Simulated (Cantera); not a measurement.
Feed: 1 mol HF, 0.016 mol SO2, 1.3 mol H2, equilibrated at 0.133 bar.

Equilibrium computed with Cantera from the NASA thermochemical tables; the gas is ideal and each condensed phase is pure. Candidate condensed phases: H2O, H2SO4, S; 43 gas species. The numbers say what is thermodynamically allowed, not how fast it happens. All values below are at 1150 K.

Base state: H2 0.544, HF 0.435, H2O 0.0139, H2S 0.00695 (mole fractions); condensed: gas only.

### Question
What changes in the equilibrium state with this change: SO2 from 0.016 to 0.96 mol?

### Answer
| species | before | after |
|---|---|---|
| H2O | 0.0139 | 0.406 |
| HF | 0.435 | 0.343 |
| SO2 | <1e-9 | 0.125 |
| H2 | 0.544 | 0.00885 |
| S2 | 1.12e-6 | 0.0844 |
| H2S | 0.00695 | 0.0310 |
| S2O | <1e-9 | 0.00184 |
| SO | <1e-9 | 0.000140 |
| SH | 2.06e-6 | 7.21e-5 |
Gases not in the tables: S3 to S7.
